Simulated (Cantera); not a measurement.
## Fluorocarbon and chlorocarbon gases: c-C₄F₈ + CH₄

Feed: 1 mol c-C₄F₈, a varied amount of CH₄, at 2900 K and 24.0 Torr.

Cantera equilibrium calculation (NASA polynomials, part measured and part estimated; ideal gas, pure solids and liquids). Candidate condensed phases: C, C₆H₆, C₇H₈, C₈H₁₈; 95 gas species. The feed counts by its element totals alone. Equilibrium is a limit: real reactors are often held back by kinetics, nucleation or transport.

```
n(CH₄) (mol)  log p F  log p HF  log p CF₂  log p CF  log p C₃  log p H  n C(graphite)
------------  -------  --------  ---------  --------  --------  -------  -------------
0.11            -1.65     -2.69      -2.29     -2.68     -3.99    -5.21           2.46
0.15            -1.66     -2.56      -2.31     -2.69     -3.99    -5.07           2.55
0.19            -1.66     -2.46      -2.33     -2.70     -3.99    -4.96           2.64
0.25            -1.68     -2.34      -2.36     -2.71     -3.99    -4.83           2.76
0.34            -1.70     -2.22      -2.40     -2.73     -3.99    -4.68           2.95
0.44            -1.73     -2.11      -2.45     -2.76     -3.99    -4.55           3.16
0.59            -1.77     -1.99      -2.53     -2.80     -3.99    -4.39           3.46
0.77            -1.82     -1.88      -2.64     -2.85     -3.99    -4.23           3.82
1               -1.90     -1.78      -2.81     -2.93     -3.99    -4.04           4.26
```
log p: log10 of the partial pressure in bar; n: condensed amount in mol.

From 0.11 mol CH₄ to 1 mol CH₄ the condensed part is C(graphite). The main C-bearing gas is CF₂ throughout. The share of C in condensed phases is highest at 1 mol CH₄ (85.2 %) and lowest at 0.11 mol CH₄ (60.0 %).
